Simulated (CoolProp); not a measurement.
R152A along the isobar 2940 kPa: Z from the reference equation and from simpler models built on Tc = 113.3 °C, pc = 4517 kPa, ω = 0.275; each cubic takes its own stable root.

Computed with CoolProp (reference Helmholtz-energy equation of state, Outcalt 1996). It is a modified Benedict-Webb-Rubin equation, recast in Helmholtz form.

```tsv
T (°C)	phase	reference
81.05	liquid	0.09050
94.05	gas	0.6050
106.95	gas	0.6803
119.95	gas	0.7314
132.95	gas	0.7697
145.85	gas	0.7999
158.85	gas	0.8247
171.85	gas	0.8454
```

Task: How far does each simpler model (Redlich-Kwong, Soave-Redlich-Kwong, Peng-Robinson) lie from the reference over these 8 states: mean and median of the absolute difference, and the worst?

Result: 
- Redlich-Kwong: mean 6.8 %, median 1.8 %, worst +36.5 % at 81.05 °C and 2940 kPa
- Soave-Redlich-Kwong: mean 6.1 %, median 2.5 %, worst +28.4 % at 81.05 °C and 2940 kPa
- Peng-Robinson: mean 2.4 %, median 0.7 %, worst +13.6 % at 81.05 °C and 2940 kPa
